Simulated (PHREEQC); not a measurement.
A solution holds 3.9 mmol/kgw CaCl2, 0.38 mmol/kgw Na2HPO4 and 30 mmol/kgw NaCl, at 25 °C. Closed to the air; pH follows from the charge balance.

Equilibrium calculation in PHREEQC: ion-association model, phreeqc.dat.

Each row changes one thing in this solution. This is a speciation only: nothing precipitates in the calculation.

```
case                                            pH  ionic strength (mol/kgw)  HPO4-2 (mol/kgw)  CaHPO4 (mol/kgw)  CaPO4- (mol/kgw)  H2PO4- (mol/kgw)  SI of Halite (NaCl)  SI of Hydroxyapatite (Ca5(PO4)3OH)
--------------------------------------------  ----  ------------------------  ----------------  ----------------  ----------------  ----------------  -------------------  ----------------------------------
as made                                       7.91                    0.0423          0.000217          0.000106           2.48e-5           2.47e-5                -4.67                               +9.49
NaCl left out                                 7.86                    0.0121          0.000174          0.000148           2.85e-5           2.77e-5                -6.89                               +9.93
diluted 10-fold with water                    8.15                   0.00426           3.01e-5           3.65e-6           1.30e-6           2.80e-6                -6.57                               +4.41
diluted 5-fold with water                     8.12                   0.00850           5.56e-5           1.10e-5           3.75e-6           5.15e-6                -5.99                                   ?
CaCl2 replaced by CaBr2 at the same molality  7.91                    0.0423          0.000217          0.000106           2.48e-5           2.47e-5                -4.77                               +9.49
0.013 mol/kgw Na2SO4 added                    8.00                    0.0752          0.000257           6.92e-5           2.06e-5           2.13e-5                -4.45                                   ?
CaCl2 from 0.0039 to 0.039 mol/kgw            7.54                     0.147           9.66e-5          0.000230           2.56e-5           1.94e-5                -4.30                              +10.76
NaCl from 0.03 to 0.15 mol/kgw                7.98                     0.163          0.000261           5.74e-5           1.78e-5           1.86e-5                -3.45                               +8.68
```

Q: Fill in the missing entries.

A: 
- diluted 5-fold with water, SI of Hydroxyapatite (Ca5(PO4)3OH): +6.24
- 0.013 mol/kgw Na2SO4 added, SI of Hydroxyapatite (Ca5(PO4)3OH): +8.91

Some of these states are supersaturated (in Hydroxyapatite, for instance).
